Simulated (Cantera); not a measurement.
An isothermal, constant-pressure homogeneous reactor starts with 0.503 % H2, 99.5 % O2, equivalence ratio 0.0025, at 1150 K and 2670 Pa.

Computed with Cantera and GRI-Mech 3.0 (53 species, 325 reactions). Radical loss at walls, strong at low pressure, is not modelled.

x: mole fraction; the columns are a selection and need not sum to one.

```csv
t (s),x H2,x O2,x H,x H2O2,x OH
1.00e-6,0.00503,0.995,3.36e-12,<1e-12,<1e-12
3.32e-6,0.00503,0.995,1.07e-11,<1e-12,<1e-12
1.10e-5,0.00503,0.995,3.10e-11,<1e-12,6.82e-12
3.67e-5,0.00503,0.995,6.97e-11,<1e-12,5.64e-11
0.000122,0.00503,0.995,1.12e-10,<1e-12,3.25e-10
0.000405,0.00503,0.995,2.26e-10,<1e-12,1.55e-9
0.00135,0.00503,0.995,1.39e-9,1.60e-12,1.38e-8
0.00447,0.00502,0.995,3.39e-7,3.30e-11,3.53e-6
0.0149,3.28e-5,0.991,0.000129,2.78e-8,0.000388
0.0494,7.34e-6,0.992,5.65e-5,1.86e-8,0.000263
0.164,2.63e-6,0.994,1.22e-5,1.59e-8,0.000158
0.545,___,0.995,___,___,___
1.81,6.26e-8,0.995,4.83e-8,2.94e-9,2.53e-5
6.02,8.58e-9,0.995,2.55e-9,6.00e-10,9.50e-6
20.0,1.49e-9,0.995,1.91e-10,1.22e-10,4.01e-6
```

### Question
What belongs in the gaps?

### Answer

- 0.545, x H2: 4.81e-7
- 0.545, x H: 9.85e-7
- 0.545, x H2O2: 9.39e-9
- 0.545, x OH: 6.88e-5
